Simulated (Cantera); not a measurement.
Input (Python, Cantera) and output of one run.

```python
import numpy as np
import cantera as ct

gas_names = """
    AL ALBr ALBr3 ALN ALO ALO2 AL2 AL2Br6 AL2O AL2O2 Br Br2 N NO NO2 NO3 N2 N2O O O2 O3
""".split()
cond_names = """
    AL(cr) AL(L) ALBr3(s) ALBr3(L) ALN(s) AL2O3(a) AL2O3(L) Br2(cr) Br2(L)
""".split()


# ... load() reads the species with a 1 bar reference pressure and builds the phases ...
atoms = {
    'Al': {'AL': 1},
    'Br2': {'Br': 2},
    'N2': {'N': 2},
    'O2': {'O': 2},
}
top_T = {'ALN(s)': 2750}  # K; cautious upper limits of use, not melting points


# ... equilibrate(T, P, feed) seeds the gas with the atoms and calls Mixture.equilibrate('TP', solver="vcs", rtol=1e-11, max_steps=5000) ...
results = []
feed = {'Al': 1, 'Br2': 2.8, 'N2': 6.7, 'O2': 0.39}  # mol
P = 16  # Pa
for T in [525, 625, 725, 825, 925, 1025, 1125, 1225, 1325]:
    mix = equilibrate(T, P, feed)
    results.append((T, P, feed, dict(zip(mix.species_names, mix.species_moles))))
    x = sorted(zip(gas.X, gas.species_names), reverse=True)
    print(f"T = {T:g} K  P = {P:g} Pa  gas = {mix.phase_moles(0):.4g} mol")
    print("   x: " + "  ".join(f"{s} {v:.3e}" for v, s in x if v > 0.0001))
    print("   condensed (mol): " + ("  ".join(f"{mix.phase(i).name} {mix.phase_moles(i):.4g}"
          for i in range(1, mix.n_phases) if mix.phase_moles(i) > 1e-12) or "none"))
```

It prints:

```
T = 525 K  P = 16 Pa  gas = 9.24 mol
   x: N2 7.251e-01  Br2 2.251e-01  ALBr3 4.768e-02  AL2Br6 2.135e-03
   condensed (mol): AL2O3(a) 0.26
T = 625 K  P = 16 Pa  gas = 9.26 mol
   x: N2 7.235e-01  Br2 2.245e-01  ALBr3 5.175e-02  Br 1.886e-04
   condensed (mol): AL2O3(a) 0.26
T = 725 K  P = 16 Pa  gas = 9.272 mol
   x: N2 7.226e-01  Br2 2.231e-01  ALBr3 5.177e-02  Br 2.486e-03
   condensed (mol): AL2O3(a) 0.26
T = 825 K  P = 16 Pa  gas = 9.341 mol
   x: N2 7.173e-01  Br2 2.140e-01  ALBr3 5.139e-02  Br 1.730e-02
   condensed (mol): AL2O3(a) 0.26
T = 925 K  P = 16 Pa  gas = 9.615 mol
   x: N2 6.968e-01  Br2 1.794e-01  Br 7.388e-02  ALBr3 4.992e-02
   condensed (mol): AL2O3(a) 0.26
T = 1025 K  P = 16 Pa  gas = 10.26 mol
   x: N2 6.528e-01  Br 1.957e-01  Br2 1.048e-01  ALBr3 4.676e-02
   condensed (mol): AL2O3(a) 0.26
T = 1125 K  P = 16 Pa  gas = 10.97 mol
   x: N2 6.110e-01  Br 3.111e-01  ALBr3 4.377e-02  Br2 3.415e-02
   condensed (mol): AL2O3(a) 0.26
T = 1225 K  P = 16 Pa  gas = 11.25 mol
   x: N2 5.955e-01  Br 3.539e-01  ALBr3 4.266e-02  Br2 7.922e-03
   condensed (mol): AL2O3(a) 0.26
T = 1325 K  P = 16 Pa  gas = 11.32 mol
   x: N2 5.920e-01  Br 3.637e-01  ALBr3 4.241e-02  Br2 1.935e-03
   condensed (mol): AL2O3(a) 0.26
```

Cantera equilibrium calculation (NASA polynomials, part measured and part estimated; ideal gas, pure solids and liquids).
